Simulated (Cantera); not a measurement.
An isothermal, constant-pressure homogeneous reactor starts with CH4 : N2 = 1 : 64 (molar parts), at 1850 K and 0.000410 bar.

Detailed kinetics in Cantera: GRI-Mech 3.0 (53 species, 325 reactions). GRI-Mech 3.0 stops at C3 and has no aromatics, soot or wall deposition, so with more carbon than oxygen in the feed, carbon stays in small species such as C2H2 where larger ones or solid carbon would form. Radical loss at walls, strong at low pressure, is not modelled.

Question: Predict: x(CH4) at 8.00 s; x(C2H) at 8.00 s; x(CH3) at 8.00 s; x(HCN) at 8.00 s; x(C2H6) at 8.00 s.

Answer: 
```
Property                                              Value
-----------------  ----------------------------------------
x(CH4) at 8.00 s    0.00140 (gas-phase equilibrium 1.12e-9)
x(C2H) at 8.00 s    6.14e-7 (gas-phase equilibrium 1.02e-6)
x(CH3) at 8.00 s   0.000225 (gas-phase equilibrium 4.16e-9)
x(HCN) at 8.00 s     1.80e-5 (gas-phase equilibrium 0.0141)
x(C2H6) at 8.00 s    6.11e-9 (gas-phase equilibrium <1e-12)
```
